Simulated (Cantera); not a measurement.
A closed system holds: 1 mol Si, 0.23 mol H2O, a varied amount of N2, held at 0.0150 Torr.

Equilibrium computed with Cantera from the NASA thermochemical tables; the gas is ideal and each condensed phase is pure. Candidate condensed phases: H2O, Si, SiO2, Si2N2O, Si3N4; 35 gas species. N2 is the only nitrogen source here; it is nearly inert below about 1500 K, so the nitride shown seldom forms there in practice. Mutual solubility and eutectic melting of coexisting phases are not modelled. The numbers say what is thermodynamically allowed, not how fast it happens.

Stable condensed phases, one row left out:

```
T in K \ n(N2) in mol
         7.5  10  14  18  24  33  44  59  80 110 140
   2200    A   A   A   A   A   A   A   A   A   A   A
   2100    A   A   A   A   A   A   A   A   A   A   A
   2000    A   A   A   A   A   A   A   A   A   A   A
   1900    A   A   A   A   A   A   A   A   A   A   A
   1800    A   A   A   A   A   A   A   A   A   A   A
   1700    B   B   B   B   A   A   A   A   A   A   A
   1600    B   B   B   B   B   B   B   B   B   B   B
   1400    C   C   C   C   C   C   C   C   C   D   D
   1300    C   C   C   C   C   C   C   C   C   C   C
   1200    C   C   C   C   C   C   C   C   C   C   C
   1100    C   C   C   C   C   C   C   C   C   C   C
   1000    C   C   C   C   C   C   C   C   C   C   C
    900    C   C   C   C   C   C   C   C   C   C   C
```

A: gas only; B: Si; C: Si2N2O + Si3N4; D: Si3N4.

Question: Give the row for 1500 K.

Answer: 7.5: Si; 10: Si; 14: Si; 18: Si; 24: Si; 33: Si; 44: Si; 59: Si; 80: Si; 110: Si; 140: Si.
